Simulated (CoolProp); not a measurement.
Vapour-liquid equilibrium of n-butane (1) + trans-2-butene (2) at 265.2 K; x and y are mole fractions of (1).

Values from CoolProp's multi-fluid Helmholtz-energy mixture model, Bücker 2006 and Lemmon 2005; pair parameters Bell 2016.

| x | bubble pressure (MPa) | y at the bubble point | dew pressure at overall composition x (MPa) | liquid density (mol/L) |
|---|---|---|---|---|
| 0.05 | 0.07196 | 0.057 | 0.07189 | 11.29 |
| 0.2 | 0.07330 | 0.216 | 0.07318 | 11.15 |
| 0.35 | 0.07426 | 0.366 | 0.07417 | 11.02 |
| 0.5 | 0.07492 | 0.512 | 0.07488 | 10.89 |
| 0.65 | 0.07533 | 0.656 | 0.07532 | 10.76 |
| 0.8 | 0.07555 | 0.802 | 0.07555 | 10.64 |
| 0.95 | 0.07562 | 0.950 | 0.07562 | 10.52 |

No azeotrope shows between x = 0.05 and 0.95.

The pair parameters rest on a limited set of measurements; away from them the model extrapolates.
